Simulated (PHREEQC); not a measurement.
Leach liquor: an equilibrium model

Solution (20 °C): 2 mmol/kgw H2SO4, 0.034 mmol/kgw ZnSO4 and 11 mmol/kgw MnSO4. Closed to the air; pH follows from the charge balance.

The numbers come from PHREEQC with the ion-association model, wateq4f.dat.

Each row changes one thing in this solution. No solid was allowed to form.

| case | pH | ionic strength (mol/kgw) | SO4-2 (mol/kgw) | Mn+2 (mol/kgw) | MnSO4 (mol/kgw) | HSO4- (mol/kgw) |
|---|---|---|---|---|---|---|
| as made | 2.61 | 0.0357 | 0.00884 | 0.00797 | 0.00302 | 0.00115 |
| ZnSO4 from 3.4e-05 to 6.8e-06 mol/kgw | 2.61 | 0.0356 | 0.00883 | 0.00798 | 0.00302 | 0.00115 |
| MnSO4 from 0.011 to 0.0099 mol/kgw | 2.60 | 0.0329 | 0.00817 | 0.00725 | 0.00265 | … |
| temperature from 20 to 50 °C | 2.69 | … | 0.00749 | 0.00710 | … | 0.00164 |
| ZnSO4 left out | 2.61 | 0.0356 | 0.00882 | 0.00798 | 0.00302 | 0.00115 |
| temperature from 20 to 75 °C | 2.79 | 0.0280 | … | 0.00655 | 0.00445 | 0.00215 |
| diluted 10-fold with water | 3.46 | 0.00453 | 0.00117 | … | 0.000107 | 2.87e-5 |
| H2SO4 from 0.002 to 0.0004 mol/kgw | 3.30 | 0.0330 | 0.00824 | 0.00804 | 0.00296 | 0.000222 |

Task: Fill in the missing entries.

Result: 
- MnSO4 from 0.011 to 0.0099 mol/kgw, HSO4- (mol/kgw): 0.00111
- temperature from 20 to 50 °C, ionic strength (mol/kgw): 0.0312
- temperature from 20 to 50 °C, MnSO4 (mol/kgw): 0.00390
- temperature from 20 to 75 °C, SO4-2 (mol/kgw): 0.00643
- diluted 10-fold with water, Mn+2 (mol/kgw): 0.000993

Constants without temperature data keep their 25 °C values here.
